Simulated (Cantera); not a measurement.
Premixed flame

A freely propagating, adiabatic, planar premixed flame of H2 : O2 : N2 = 0.78 : 0.227 : 0.855 (molar parts), equivalence ratio 1.7, unburnt at 300 K and 82.5 Torr; mixture-averaged transport, grid criteria slope 0.08 and curve 0.16, no radiation.

Computed with Cantera and the H2/O2 subset of GRI-Mech 3.0, which has no nitrogen chemistry. Burning velocities carry a grid error of a few per cent, more on coarse grids.

```tsv
z (mm)	T (K)	u (m/s)	x H2	x O2	x OH	x H	x H2O	x O
-19.1	300	2.38	0.419	0.122	<1e-8	<1e-8	<1e-8	<1e-8
-12.7	300	2.38	0.419	0.122	<1e-8	<1e-8	<1e-8	<1e-8
-9.55	300	2.38	0.419	0.122	<1e-8	<1e-8	<1e-8	<1e-8
-6.37	300	2.38	0.419	0.122	<1e-8	<1e-8	<1e-8	<1e-8
-3.18	305	2.41	0.418	0.122	5.41e-6	4.96e-6	4.84e-5	4.86e-7
-1.59	572	4.42	0.384	0.116	0.000638	0.00897	0.0192	0.000121
0	1015	7.62	0.256	0.0735	0.00145	0.0679	0.114	0.00364
1.59	1272	9.48	0.151	0.0123	0.00309	0.112	0.230	0.00414
3.18	1369	10.1	0.140	0.00296	0.00356	0.110	0.249	0.00277
6.37	1471	10.8	0.146	0.00205	0.00434	0.0976	0.252	0.00254
12.7	1589	11.6	0.156	0.00166	0.00506	0.0815	0.255	0.00221
25.5	1713	12.4	0.165	0.00119	0.00541	0.0647	0.258	0.00169
51.0	1832	13.1	0.173	0.000749	0.00521	0.0485	0.263	0.00112
```
x: mole fraction of selected species; z is measured from the peak of heat release.

The laminar burning velocity is 238 cm/s, the thermal thickness is 6.37 mm and the peak x(OH) comes out as 0.00542. The peak x(H) is 0.113, the peak x(O) is 0.00516 and the grid points comes out as 146.
